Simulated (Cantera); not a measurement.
Input (Python, Cantera) and output of one run.

```python
import numpy as np
import cantera as ct

gas_names = """
    C CH CH2 CH3 CH2OH CH3O CH4 CH3OH CO COS CO2 COOH CS CS2 C2 C2H CHCO,ketyl C2H2,acetylene
    C2H2,vinylidene CH2CO,ketene C2H3,vinyl CH3CO,acetyl C2H4 C2H4O,ethylen CH3CHO,ethanal CH3COOH
    (HCOOH)2 C2H5 C2H6 CH3OCH3 C2H5OH C2O C3 C3H3,propargyl C3H4,allene C3H4,propyne C3H4,cyclo-
    C3H5,allyl C3H6,propylene C3H6,cyclo- C3H6O C3H7,n-propyl C3H7,i-propyl C3H8 C3H8O,1propanol
    C3H8O,2propanol C3O2 C4 C4H2 C4H4,1,3-cyclo- C4H6,butadiene C4H6,2-butyne C4H6,cyclo- C4H8,1-butene
    C4H8,cis2-buten C4H8,tr2-butene C4H8,isobutene C4H8,cyclo- (CH3COOH)2 C4H9,n-butyl C4H9,i-butyl
    C4H9,s-butyl C4H9,t-butyl C4H10,isobutane C4H10,n-butane C5 C5H6,1,3cyclo- C5H8,cyclo-
    C5H10,1-pentene C5H10,cyclo- C5H11,pentyl C5H11,t-pentyl C5H12,n-pentane C5H12,i-pentane
    CH3C(CH3)2CH3 C6H2 C6H5,phenyl C6H5O,phenoxy C6H6 C6H5OH,phenol C6H10,cyclo- C6H12,1-hexene
    C6H12,cyclo- C6H13,n-hexyl C7H7,benzyl C7H8 C7H8O,cresol C7H14,1-heptene C7H15,n-heptyl
    C7H16,n-heptane C8H8,styrene C8H10,ethylbenz C8H16,1-octene C8H17,n-octyl C8H18,isooctane
    C8H18,n-octane C9H19,n-nonyl C10H8,naphthale C10H21,n-decyl C12H9,o-bipheny C12H10,bipheny H HCO HO2
    H2 HCHO,formaldehy HCOOH H2O H2O2 H2S H2SO4 Mg MgH MgO MgOH MgO2H2 MgS Mg2 O OH O2 O3 S SH SO SO2
    SO3 S2 S2O S8
""".split()
cond_names = """
    C(gr) C6H6(L) C7H8(L) C8H18(L),n-octa H2O(s) H2O(L) H2SO4(L) Mg(cr) Mg(L) MgCO3(s) MgO(s) MgO(L)
    MgO2H2(s) MgS(s) MgSO4(s) MgSO4(L) S(cr1) S(cr2) S(L)
""".split()


def load(file, names, dense=False):
    # The tables refer to 1 bar. Condensed volumes are neglected.
    table = {s.name: s for s in ct.Species.list_from_file(file)}
    out = []
    for n in names:
        d = dict(table[n].input_data)
        d["thermo"] = dict(d["thermo"], **{"reference-pressure": 1e5})
        if dense:
            d["equation-of-state"] = {"model": "constant-volume", "density": "1e6 g/cm^3"}
        out.append(ct.Species.from_dict(d))
    return out


gas = ct.Solution(thermo="ideal-gas", species=load("nasa_gas.yaml", gas_names))
cond = {s.name: ct.Solution(thermo="fixed-stoichiometry", species=[s], name=s.name)
        for s in load("nasa_condensed.yaml", cond_names, dense=True)}
atoms = {
    'MgCO3': {'Mg': 1, 'C': 1, 'O': 3},
    'H2S': {'H': 2, 'S': 1},
    'H2O': {'H': 2, 'O': 1},
    'SO2': {'S': 1, 'O': 2},
}
top_T = {'C(gr)': 4500, 'MgS(s)': 2250}  # K; cautious upper limits of use, not melting points


def equilibrate(T, P, feed):
    n = {}
    for name, mol in feed.items():
        for a, k in atoms[name].items():
            n[a] = n.get(a, 0.0) + k * mol
    gas.TPX = T, P, n
    mass = sum(n.values()) * gas.mean_molecular_weight
    gas.equilibrate("TP")
    valid = [c for c in cond.values() if c.min_temp <= T <= top_T.get(c.name, c.max_temp)]
    mix = ct.Mixture([(gas, mass / gas.mean_molecular_weight)] + [(c, 0.0) for c in valid])
    mix.T, mix.P = T, P
    mix.equilibrate("TP", solver="vcs", rtol=1e-11, max_steps=5000)
    return mix


results = []
feed = {'MgCO3': 1, 'H2S': 0.14, 'H2O': 0.34, 'SO2': 0.055}  # mol
P = 30000  # Pa
for T in [850, 900, 950, 1000, 1050, 1100, 1150, 1200, 1250, 1300, 1350, 1400, 1450]:
    mix = equilibrate(T, P, feed)
    results.append((T, P, feed, dict(zip(mix.species_names, mix.species_moles))))
    x = sorted(zip(gas.X, gas.species_names), reverse=True)
    print(f"T = {T:g} K  P = {P:g} Pa  gas = {mix.phase_moles(0):.4g} mol")
    print("   x: " + "  ".join(f"{s} {v:.3e}" for v, s in x if v > 1e-06))
    print("   condensed (mol): " + ("  ".join(f"{mix.phase(i).name} {mix.phase_moles(i):.4g}"
          for i in range(1, mix.n_phases) if mix.phase_moles(i) > 1e-12) or "none"))
```

Result:

```
T = 850 K  P = 30000 Pa  gas = 1.548 mol
   x: CO2 6.438e-01  H2O 2.537e-01  H2S 5.562e-02  S2 2.436e-02  SO2 1.932e-02  COS 1.492e-03  H2 7.151e-04  CO 5.943e-04  S2O 4.015e-04
   condensed (mol): MgO(s) 1
T = 900 K  P = 30000 Pa  gas = 1.55 mol
   x: CO2 6.419e-01  H2O 2.567e-01  H2S 5.166e-02  S2 2.667e-02  SO2 1.819e-02  COS 1.793e-03  CO 1.394e-03  H2 1.282e-03  S2O 4.042e-04  SH 1.767e-06  CS2 1.197e-06
   condensed (mol): MgO(s) 1
T = 950 K  P = 30000 Pa  gas = 1.552 mol
   x: CO2 6.391e-01  H2O 2.593e-01  H2S 4.769e-02  S2 2.872e-02  SO2 1.757e-02  CO 2.947e-03  H2 2.142e-03  COS 2.080e-03  S2O 4.086e-04  SH 4.009e-06  SO 2.251e-06  CS2 1.617e-06
   condensed (mol): MgO(s) 1
T = 1000 K  P = 30000 Pa  gas = 1.556 mol
   x: CO2 6.349e-01  H2O 2.617e-01  H2S 4.353e-02  S2 3.053e-02  SO2 1.758e-02  CO 5.660e-03  H2 3.349e-03  COS 2.324e-03  S2O 4.177e-04  SH 8.288e-06  SO 4.938e-06  CS2 2.032e-06
   condensed (mol): MgO(s) 1
T = 1050 K  P = 30000 Pa  gas = 1.559 mol
   x: CO2 6.288e-01  H2O 2.638e-01  H2S 3.909e-02  S2 3.209e-02  SO2 1.838e-02  CO 9.937e-03  H2 4.910e-03  COS 2.497e-03  S2O 4.336e-04  SH 1.577e-05  SO 1.026e-05  CS2 2.366e-06
   condensed (mol): MgO(s) 1
T = 1100 K  P = 30000 Pa  gas = 1.564 mol
   x: CO2 6.206e-01  H2O 2.656e-01  H2S 3.441e-02  S2 3.331e-02  SO2 2.009e-02  CO 1.606e-02  H2 6.782e-03  COS 2.575e-03  S2O 4.570e-04  SH 2.784e-05  SO 2.039e-05  CS2 2.548e-06
   condensed (mol): MgO(s) 1
T = 1150 K  P = 30000 Pa  gas = 1.57 mol
   x: CO2 6.102e-01  H2O 2.671e-01  S2 3.405e-02  H2S 2.967e-02  CO 2.412e-02  SO2 2.281e-02  H2 8.882e-03  COS 2.554e-03  S2O 4.861e-04  SH 4.589e-05  SO 3.892e-05  CS2 2.548e-06
   condensed (mol): MgO(s) 1
T = 1200 K  P = 30000 Pa  gas = 1.577 mol
   x: CO2 5.977e-01  H2O 2.681e-01  S2 3.418e-02  CO 3.404e-02  SO2 2.657e-02  H2S 2.511e-02  H2 1.112e-02  COS 2.448e-03  S2O 5.175e-04  SO 7.141e-05  SH 7.117e-05  CS2 2.386e-06
   condensed (mol): MgO(s) 1
T = 1250 K  P = 30000 Pa  gas = 1.584 mol
   x: CO2 5.834e-01  H2O 2.686e-01  CO 4.564e-02  S2 3.360e-02  SO2 3.136e-02  H2S 2.093e-02  H2 1.343e-02  COS 2.277e-03  S2O 5.467e-04  SO 1.257e-04  SH 1.045e-04  CS2 2.115e-06
   condensed (mol): MgO(s) 1
T = 1300 K  P = 30000 Pa  gas = 1.592 mol
   x: CO2 5.674e-01  H2O 2.685e-01  CO 5.869e-02  SO2 3.709e-02  S2 3.231e-02  H2S 1.722e-02  H2 1.575e-02  COS 2.067e-03  S2O 5.691e-04  SO 2.122e-04  SH 1.462e-04  CS2 1.790e-06
   condensed (mol): MgO(s) 1
T = 1350 K  P = 30000 Pa  gas = 1.6 mol
   x: CO2 5.503e-01  H2O 2.678e-01  CO 7.291e-02  SO2 4.363e-02  S2 3.034e-02  H2 1.806e-02  H2S 1.403e-02  COS 1.838e-03  S2O 5.811e-04  SO 3.434e-04  SH 1.956e-04  S 1.873e-06  CS2 1.457e-06
   condensed (mol): MgO(s) 1
T = 1400 K  P = 30000 Pa  gas = 1.608 mol
   x: CO2 5.322e-01  H2O 2.667e-01  CO 8.798e-02  SO2 5.079e-02  S2 2.779e-02  H2 2.031e-02  H2S 1.132e-02  COS 1.603e-03  S2O 5.799e-04  SO 5.334e-04  SH 2.515e-04  S 3.574e-06  H 1.266e-06  CS2 1.146e-06
   condensed (mol): MgO(s) 1
T = 1450 K  P = 30000 Pa  gas = 1.617 mol
   x: CO2 5.135e-01  H2O 2.652e-01  CO 1.036e-01  SO2 5.835e-02  S2 2.479e-02  H2 2.248e-02  H2S 9.050e-03  COS 1.373e-03  SO 7.959e-04  S2O 5.641e-04  SH 3.115e-04  S 6.419e-06  H 2.589e-06
   condensed (mol): MgO(s) 1
```

Equilibrium computed with Cantera from the NASA thermochemical tables; the gas is ideal and each condensed phase is pure. Gases not in the tables: S3 to S7.
